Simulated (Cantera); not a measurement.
# Premixed flame

A freely propagating, adiabatic, planar premixed flame of CO : H₂ : CH₄ : O₂ : N₂ = 1 : 0.053 : 0.14 : 1.06 : 3.99 (molar parts), equivalence ratio 0.76, unburnt at 325 K and 290000 Pa; multicomponent transport, grid criteria slope 0.08 and curve 0.16, no radiation.

Cantera simulation using GRI-Mech 3.0 (53 species, 325 reactions); the numbers are that mechanism's predictions, not measurements. Burning velocities carry a grid error of a few per cent, more on coarse grids.

```json
[
 {"z (mm)": "-0.638", "T (K)": "325", "u (m/s)": "0.323", "x CO": "0.160", "x H₂": "0.00842", "x CH₄": "0.0224", "x O": "<1e-8", "x C₂H": "<1e-8", "x CH₃": "<1e-8"},
 {"z (mm)": "-0.426", "T (K)": "325", "u (m/s)": "0.323", "x CO": "0.160", "x H₂": "0.00825", "x CH₄": "0.0224", "x O": "<1e-8", "x C₂H": "<1e-8", "x CH₃": "<1e-8"},
 {"z (mm)": "-0.319", "T (K)": "328", "u (m/s)": "0.325", "x CO": "0.160", "x H₂": "0.00797", "x CH₄": "0.0224", "x O": "<1e-8", "x C₂H": "<1e-8", "x CH₃": "<1e-8"},
 {"z (mm)": "-0.213", "T (K)": "345", "u (m/s)": "0.343", "x CO": "0.160", "x H₂": "0.00733", "x CH₄": "0.0221", "x O": "<1e-8", "x C₂H": "<1e-8", "x CH₃": "<1e-8"},
 {"z (mm)": "-0.106", "T (K)": "574", "u (m/s)": "0.569", "x CO": "0.151", "x H₂": "0.00594", "x CH₄": "0.0181", "x O": "8.23e-7", "x C₂H": "<1e-8", "x CH₃": "1.09e-6"},
 {"z (mm)": "-0.0532", "T (K)": "953", "u (m/s)": "0.937", "x CO": "0.133", "x H₂": "0.00508", "x CH₄": "0.0109", "x O": "7.05e-5", "x C₂H": "<1e-8", "x CH₃": "6.22e-5"},
 {"z (mm)": "0", "T (K)": "1379", "u (m/s)": "1.33", "x CO": "0.103", "x H₂": "0.00377", "x CH₄": "0.00237", "x O": "0.00144", "x C₂H": "<1e-8", "x CH₃": "0.000114"},
 {"z (mm)": "0.0532", "T (K)": "1624", "u (m/s)": "1.54", "x CO": "0.0696", "x H₂": "0.00222", "x CH₄": "8.74e-5", "x O": "0.00423", "x C₂H": "<1e-8", "x CH₃": "8.77e-6"},
 {"z (mm)": "0.106", "T (K)": "1759", "u (m/s)": "1.65", "x CO": "0.0477", "x H₂": "0.00182", "x CH₄": "1.35e-6", "x O": "0.00484", "x C₂H": "<1e-8", "x CH₃": "1.98e-7"},
 {"z (mm)": "0.213", "T (K)": "1904", "u (m/s)": "1.77", "x CO": "0.0290", "x H₂": "0.00156", "x CH₄": "<1e-8", "x O": "0.00385", "x C₂H": "<1e-8", "x CH₃": "<1e-8"},
 {"z (mm)": "0.426", "T (K)": "2020", "u (m/s)": "1.86", "x CO": "0.0177", "x H₂": "0.00101", "x CH₄": "<1e-8", "x O": "0.00220", "x C₂H": "<1e-8", "x CH₃": "<1e-8"},
 {"z (mm)": "0.851", "T (K)": "2097", "u (m/s)": "1.92", "x CO": "0.00992", "x H₂": "0.000544", "x CH₄": "<1e-8", "x O": "0.00108", "x C₂H": "<1e-8", "x CH₃": "<1e-8"},
 {"z (mm)": "1.70", "T (K)": "2139", "u (m/s)": "1.95", "x CO": "0.00518", "x H₂": "0.000281", "x CH₄": "<1e-8", "x O": "0.000528", "x C₂H": "<1e-8", "x CH₃": "<1e-8"}
]
```
x: mole fraction of selected species; z is measured from the peak of heat release.

| Property | Result |
|---|---|
| laminar burning velocity | 32.3 cm/s |
| thermal thickness | 0.213 mm |
| peak x(O) | 0.00485 |
| peak x(C₂H) | <1e-8 |
| peak x(CH₃) | 0.000139 |
| grid points | 138 |
